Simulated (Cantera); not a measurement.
Cantera run:

```python
import numpy as np
import cantera as ct

gas_names = """
    H H2 H2S Ni NiS S SH S2 S8
""".split()
cond_names = """
    Ni(cr) Ni(L) NiS(b) NiS(a) NiS(L) NiS2(s) NiS2(L) Ni3S2(I) Ni3S2(II) Ni3S2(L) Ni3S4(s) S(cr1) S(cr2)
    S(L)
""".split()


# ... load() reads the species with a 1 bar reference pressure and builds the phases ...
atoms = {
    'NiS': {'Ni': 1, 'S': 1},
    'H2': {'H': 2},
}
top_T = {'Ni3S4(s)': 620}  # K; cautious upper limits of use, not melting points


# ... equilibrate(T, P, feed) seeds the gas with the atoms and calls Mixture.equilibrate('TP', solver="vcs", rtol=1e-11, max_steps=5000) ...
results = []
feed = {'NiS': 1, 'H2': 1.1}  # mol
P = 7200  # Pa
for T in [898, 1048, 1198, 1348, 1498, 1648, 1798, 1948, 2098]:
    mix = equilibrate(T, P, feed)
    results.append((T, P, feed, dict(zip(mix.species_names, mix.species_moles))))

top = {s: max(r[3][s] / sum(r[3][g] for g in gas_names) for r in results) for s in gas_names}
cols = sorted((s for s in top if top[s] > 0.0001), key=lambda s: -top[s])[:6]
seen = [c for c in cond_names if any(r[3].get(c, 0) > 1e-12 for r in results)]
print("log10 of partial pressures in bar; condensed amounts in mol")
print(f"{'T/K':>10s}" + "".join(f"{s[:9]:>10s}" for s in cols + seen))
for T, P, feed, n in results:
    ng = sum(n[g] for g in gas_names)
    print(f"{T:10.4g}" + "".join(f"{np.log10(max(n[s] / ng * P / 1e5, 1e-99)):10.3f}" for s in cols)
          + "".join(f"{n.get(c, 0):10.4g}" for c in seen))
```

It prints:

```
log10 of partial pressures in bar; condensed amounts in mol
       T/K        H2       H2S        S2        SH         H         S Ni3S2(II)  Ni3S2(L)
       898    -1.299    -1.661    -6.054    -7.206   -10.611   -12.468    0.3333         0
      1048    -1.299    -1.662    -4.562    -5.839    -8.762    -9.924    0.3333         0
      1198    -1.296    -1.677    -3.473    -4.827    -7.369    -8.030         0    0.3333
      1348    -1.281    -1.749    -2.769    -4.107    -6.276    -6.627         0    0.3333
      1498    -1.258    -1.899    -2.412    -3.629    -5.394    -5.606         0    0.3333
      1648    -1.239    -2.086    -2.247    -3.302    -4.670    -4.835         0    0.3333
      1798    -1.229    -2.279    -2.173    -3.064    -4.068    -4.223         0    0.3332
      1948    -1.226    -2.463    -2.144    -2.882    -3.560    -3.721         0    0.3326
      2098    -1.231    -2.641    -2.141    -2.742    -3.128    -3.302         0    0.3289
```

Cantera equilibrium calculation (NASA polynomials, part measured and part estimated; ideal gas, pure solids and liquids). Gases not in the tables: S3 to S7.
